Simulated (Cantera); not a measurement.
Input: 1 mol SiH₂Cl₂, 0.22 mol HCl, 2.1 mol H₂, a varied amount of C₂H₄, equilibrated at 1002 °C and 143 Torr.

Method: chemical equilibrium by Gibbs-energy minimisation in Cantera with the NASA 1993 tables (ideal gas, pure condensed phases). Candidate condensed phases: C, C₆H₆, C₇H₈, C₈H₁₈, Si, SiC; 109 gas species. Mutual solubility and eutectic melting of coexisting phases are not modelled. Rates play no part.

### Question
Which condensed phases are stable at each of these points (n(C₂H₄) (mol)): 0.0089, 0.013, 0.018, 0.025, 0.036, 0.05, 0.071, 0.1, 0.14, 0.2, 0.29, 0.4?

### Answer
```csv
n(C₂H₄) (mol),condensed phases,Si condensed (%)
0.0089,Si(s) + SiC(s),43.5
0.013,Si(s) + SiC(s),43.6
0.018,Si(s) + SiC(s),43.6
0.025,Si(s) + SiC(s),43.6
0.036,Si(s) + SiC(s),43.6
0.05,Si(s) + SiC(s),43.6
0.071,Si(s) + SiC(s),43.7
0.1,Si(s) + SiC(s),43.8
0.14,Si(s) + SiC(s),43.9
0.2,Si(s) + SiC(s),44.0
0.29,SiC(s),58.0
0.4,SiC(s),79.7
```

From 0.0089 mol C₂H₄ to 0.2 mol C₂H₄ the condensed part is Si(s) + SiC(s). From 0.29 mol C₂H₄ to 0.4 mol C₂H₄ the condensed part is SiC(s).
